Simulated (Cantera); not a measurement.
**NO annealing gas**

An isothermal, constant-pressure homogeneous reactor starts with 89.3 % NO, 10.7 % N₂, at 1550 K and 1.01 bar.

Cantera simulation using GRI-Mech 3.0 (53 species, 325 reactions); the numbers are that mechanism's predictions, not measurements.

```json
[
 {"t (s)": "9.00e-5", "x NO": "0.893", "x O₂": "6.56e-10", "x O": "7.59e-8", "x NO₂": "1.17e-6", "x N₂O": "1.24e-6", "x N₂": "0.107"},
 {"t (s)": "0.000513", "x NO": "0.893", "x O₂": "8.13e-9", "x O": "8.25e-8", "x NO₂": "7.10e-6", "x N₂O": "7.02e-6", "x N₂": "0.107"},
 {"t (s)": "0.00292", "x NO": "0.893", "x O₂": "2.39e-7", "x O": "1.21e-7", "x NO₂": "4.27e-5", "x N₂O": "3.77e-5", "x N₂": "0.107"},
 {"t (s)": "0.0166", "x NO": "0.892", "x O₂": "1.84e-5", "x O": "3.32e-7", "x NO₂": "0.000267", "x N₂O": "0.000157", "x N₂": "0.107"},
 {"t (s)": "0.0949", "x NO": "0.890", "x O₂": "0.000834", "x O": "6.68e-7", "x NO₂": "0.000681", "x N₂O": "0.000276", "x N₂": "0.108"},
 {"t (s)": "0.541", "x NO": "0.878", "x O₂": "0.00677", "x O": "9.10e-7", "x NO₂": "0.000949", "x N₂O": "0.000270", "x N₂": "0.114"},
 {"t (s)": "3.08", "x NO": "0.814", "x O₂": "0.0381", "x O": "1.66e-6", "x NO₂": "0.00168", "x N₂O": "0.000231", "x N₂": "0.146"},
 {"t (s)": "17.6", "x NO": "0.575", "x O₂": "0.157", "x O": "3.16e-6", "x NO₂": "0.00232", "x N₂O": "0.000114", "x N₂": "0.266"},
 {"t (s)": "100", "x NO": "0.210", "x O₂": "0.341", "x O": "4.58e-6", "x NO₂": "0.00124", "x N₂O": "1.50e-5", "x N₂": "0.448"}
]
```
x: mole fraction; the columns are a selection and need not sum to one.

Equilibrium at this temperature and pressure: NO 0.00190, O₂ 0.445, O 5.22e-6, NO₂ 1.28e-5, N₂O 9.68e-8, N₂ 0.553 (gas phase only).
